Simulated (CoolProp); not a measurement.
Vapour-liquid equilibrium of benzene (1) + n-dodecane (2) at 457.7 K; x and y are mole fractions of (1).

Computed with CoolProp (multi-fluid Helmholtz-energy mixture model, Thol 2012 and Lemmon 2004; pair parameters Bell 2016).

```json
[
 {"x": "0.05", "bubble pressure (MPa)": "0.08017", "y at the bubble point": "0.459", "dew pressure at overall composition x (MPa)": "?", "liquid density (mol/L)": "3.773"},
 {"x": "0.15", "bubble pressure (MPa)": "0.1636", "y at the bubble point": "0.754", "dew pressure at overall composition x (MPa)": "0.05221", "liquid density (mol/L)": "4.032"},
 {"x": "0.25", "bubble pressure (MPa)": "0.2584", "y at the bubble point": "0.857", "dew pressure at overall composition x (MPa)": "0.05889", "liquid density (mol/L)": "4.322"},
 {"x": "0.35", "bubble pressure (MPa)": "0.3599", "y at the bubble point": "0.907", "dew pressure at overall composition x (MPa)": "0.06749", "liquid density (mol/L)": "?"},
 {"x": "0.45", "bubble pressure (MPa)": "0.4648", "y at the bubble point": "?", "dew pressure at overall composition x (MPa)": "?", "liquid density (mol/L)": "5.024"},
 {"x": "0.55", "bubble pressure (MPa)": "?", "y at the bubble point": "0.955", "dew pressure at overall composition x (MPa)": "0.09520", "liquid density (mol/L)": "5.456"},
 {"x": "0.65", "bubble pressure (MPa)": "0.6820", "y at the bubble point": "0.969", "dew pressure at overall composition x (MPa)": "?", "liquid density (mol/L)": "5.961"},
 {"x": "0.75", "bubble pressure (MPa)": "0.7965", "y at the bubble point": "0.980", "dew pressure at overall composition x (MPa)": "0.1615", "liquid density (mol/L)": "6.562"},
 {"x": "0.85", "bubble pressure (MPa)": "0.9176", "y at the bubble point": "0.989", "dew pressure at overall composition x (MPa)": "0.2486", "liquid density (mol/L)": "7.289"},
 {"x": "0.95", "bubble pressure (MPa)": "1.046", "y at the bubble point": "0.997", "dew pressure at overall composition x (MPa)": "0.5389", "liquid density (mol/L)": "8.189"}
]
```

Question: Fill in the missing entries.

Answer: 
- 0.05, dew pressure at overall composition x (MPa): 0.04687
- 0.35, liquid density (mol/L): 4.650
- 0.45, y at the bubble point: 0.936
- 0.45, dew pressure at overall composition x (MPa): 0.07900
- 0.55, bubble pressure (MPa): 0.5720
- 0.65, dew pressure at overall composition x (MPa): 0.1197

No azeotrope shows between x = 0.05 and 0.95.

Pair parameters are fitted to limited data, so mixtures are less certain than the pure fluids.
